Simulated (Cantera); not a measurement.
A freely propagating, adiabatic, planar premixed flame of CH4 : O2 : N2 : H2O = 1 : 1.43 : 5.37 : 0.18 (molar parts), equivalence ratio 1.4, unburnt at 373 K and 10.0 bar; mixture-averaged transport, grid criteria slope 0.08 and curve 0.16, no radiation.

Computed with Cantera and GRI-Mech 3.0 (53 species, 325 reactions). Burning velocities carry a grid error of a few per cent, more on coarse grids.

Question: Predict: laminar burning velocity; thermal thickness; peak x(HCN); peak x(HO2).

Answer: 
| Item | Value |
|---|---|
| laminar burning velocity | 8.95 cm/s |
| thermal thickness | 0.201 mm |
| peak x(HCN) | 6.82e-6 |
| peak x(HO2) | 0.000117 |
